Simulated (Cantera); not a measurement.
An isothermal, constant-pressure homogeneous reactor starts with 0.126 % CO, 3.28 % O2, 0.0463 % H2O, 96.5 % N2, at 1350 K and 3750 Torr.

Model: GRI-Mech 3.0 (53 species, 325 reactions), integrated in Cantera.

x: mole fraction; the columns are a selection and need not sum to one.

```json
[
 {"t (s)": "3.00e-5", "x CO": "0.00126", "x O2": "0.0328", "x H2O": "0.000463", "x H": "2.07e-12", "x OH": "8.96e-11", "x H2": "<1e-12", "x HO2": "3.02e-11"},
 {"t (s)": "8.68e-5", "x CO": "0.00126", "x O2": "0.0328", "x H2O": "0.000463", "x H": "1.34e-11", "x OH": "5.59e-10", "x H2": "<1e-12", "x HO2": "1.52e-10"},
 {"t (s)": "0.000251", "x CO": "0.00126", "x O2": "0.0328", "x H2O": "0.000463", "x H": "9.18e-11", "x OH": "3.68e-9", "x H2": "8.80e-12", "x HO2": "1.59e-9"},
 {"t (s)": "0.000727", "x CO": "0.00125", "x O2": "0.0328", "x H2O": "0.000463", "x H": "9.06e-10", "x OH": "3.47e-8", "x H2": "2.15e-10", "x HO2": "2.55e-8"},
 {"t (s)": "0.00211", "x CO": "0.00124", "x O2": "0.0328", "x H2O": "0.000462", "x H": "…", "x OH": "…", "x H2": "…", "x HO2": "…"},
 {"t (s)": "0.00609", "x CO": "0.000824", "x O2": "0.0326", "x H2O": "0.000459", "x H": "2.12e-7", "x OH": "7.24e-6", "x H2": "3.84e-7", "x HO2": "1.51e-6"},
 {"t (s)": "0.0176", "x CO": "0.000289", "x O2": "0.0324", "x H2O": "0.000461", "x H": "5.85e-8", "x OH": "5.14e-6", "x H2": "1.31e-7", "x HO2": "7.82e-7"},
 {"t (s)": "0.0510", "x CO": "4.37e-5", "x O2": "0.0322", "x H2O": "0.000462", "x H": "6.62e-9", "x OH": "2.98e-6", "x H2": "2.06e-8", "x HO2": "1.92e-7"},
 {"t (s)": "0.148", "x CO": "2.70e-6", "x O2": "0.0322", "x H2O": "0.000463", "x H": "3.88e-10", "x OH": "1.40e-6", "x H2": "2.26e-9", "x HO2": "2.01e-8"},
 {"t (s)": "0.428", "x CO": "7.52e-8", "x O2": "0.0322", "x H2O": "0.000463", "x H": "2.97e-11", "x OH": "6.37e-7", "x H2": "3.62e-10", "x HO2": "2.31e-9"},
 {"t (s)": "1.24", "x CO": "1.39e-9", "x O2": "0.0322", "x H2O": "0.000463", "x H": "1.65e-11", "x OH": "5.24e-7", "x H2": "2.37e-10", "x HO2": "1.48e-9"},
 {"t (s)": "3.58", "x CO": "1.26e-9", "x O2": "0.0322", "x H2O": "0.000463", "x H": "1.65e-11", "x OH": "5.24e-7", "x H2": "2.37e-10", "x HO2": "1.48e-9"},
 {"t (s)": "10.4", "x CO": "1.26e-9", "x O2": "0.0322", "x H2O": "0.000463", "x H": "1.65e-11", "x OH": "5.24e-7", "x H2": "2.37e-10", "x HO2": "1.48e-9"},
 {"t (s)": "30.0", "x CO": "1.26e-9", "x O2": "0.0322", "x H2O": "0.000463", "x H": "1.65e-11", "x OH": "5.24e-7", "x H2": "2.37e-10", "x HO2": "1.48e-9"}
]
```

Task: Complete the blanks.

Result: 
- 0.00211, x H: 6.34e-8
- 0.00211, x OH: 2.19e-6
- 0.00211, x H2: 4.14e-8
- 0.00211, x HO2: 1.01e-6
